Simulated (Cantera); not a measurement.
What does this Cantera script print?

```python
import numpy as np
import cantera as ct

gas = ct.Solution("gri30.yaml")
gas.TPX = 2100, 840000, {'CH4': 0.23, 'H2O': 0.37, 'H2': 0.1}
reactor = ct.IdealGasConstPressureReactor(gas, energy="off", clone=False)
net = ct.ReactorNet([reactor])
net.rtol, net.atol = 1e-08, 1e-18
show = ['CH4', 'H2O', 'H2', 'CH2', 'O2']
times = np.geomspace(6e-05, 100, 15)

steps = ct.SolutionArray(gas, extra=["t"])
rows = []
print(f"{'t/s':>10s}{'T/K':>9s}{'P/Pa':>11s}" + "".join(f"{s:>11s}" for s in show))
for t in times:
    while net.time < t:
        t_next = net.step()
        steps.append(gas.state, t=t_next)
    rows.append([np.interp(t, steps.t, y) for y in (steps.T, steps.P, *steps(*show).X.T)])
    print(f"{t:10.3e}{rows[-1][0]:9.1f}{rows[-1][1]:11.4g}" + "".join(f"{x:11.3e}" for x in rows[-1][2:]))
rate = np.gradient(steps.T, steps.t)
print("integrator steps:", len(steps.t))
if steps.T.max() > steps.T[0] + 200:
    print(f"time of steepest temperature rise: {steps.t[rate.argmax()]:.4e} s")
gas.TPX = 2100, 840000, {'CH4': 0.23, 'H2O': 0.37, 'H2': 0.1}
gas.equilibrate("TP")
print(f"equilibrium (TP): T = {gas.T:.1f} K  " + "  ".join(f"{s} {gas[s].X[0]:.3e}" for s in show))
```

Output:

```
       t/s      T/K       P/Pa        CH4        H2O         H2        CH2         O2
 6.000e-05   2100.0    8.4e+05  7.412e-02  4.090e-01  4.138e-01  6.107e-06  1.963e-08
 1.669e-04   2100.0    8.4e+05  3.767e-02  3.690e-01  4.710e-01  4.092e-06  1.370e-08
 4.645e-04   2100.0    8.4e+05  2.386e-02  3.146e-01  5.221e-01  2.740e-06  9.224e-09
 1.292e-03   2100.0    8.4e+05  1.763e-02  2.424e-01  5.802e-01  1.606e-06  5.165e-09
 3.596e-03   2100.0    8.4e+05  1.082e-02  1.724e-01  6.365e-01  7.372e-07  2.608e-09
 1.001e-02   2100.0    8.4e+05  4.401e-03  1.282e-01  6.733e-01  2.338e-07  1.476e-09
 2.784e-02   2100.0    8.4e+05  4.396e-04  1.148e-01  6.859e-01  2.011e-08  1.182e-09
 7.746e-02   2100.0    8.4e+05  1.026e-06  1.142e-01  6.867e-01  4.654e-11  1.171e-09
 2.155e-01   2100.0    8.4e+05  8.803e-07  1.142e-01  6.867e-01  3.999e-11  1.171e-09
 5.997e-01   2100.0    8.4e+05  8.803e-07  1.142e-01  6.867e-01  3.999e-11  1.171e-09
 1.669e+00   2100.0    8.4e+05  8.803e-07  1.142e-01  6.867e-01  3.999e-11  1.171e-09
 4.642e+00   2100.0    8.4e+05  8.803e-07  1.142e-01  6.867e-01  3.999e-11  1.171e-09
 1.292e+01   2100.0    8.4e+05  8.803e-07  1.142e-01  6.867e-01  3.999e-11  1.171e-09
 3.594e+01   2100.0    8.4e+05  8.803e-07  1.142e-01  6.867e-01  3.999e-11  1.171e-09
 1.000e+02   2100.0    8.4e+05  8.803e-07  1.142e-01  6.867e-01  3.999e-11  1.171e-09
integrator steps: 2008
equilibrium (TP): T = 2100.0 K  CH4 1.000e-06  H2O 1.142e-01  H2 6.867e-01  CH2 4.539e-11  O2 1.171e-09
```

Detailed kinetics in Cantera: GRI-Mech 3.0 (53 species, 325 reactions).
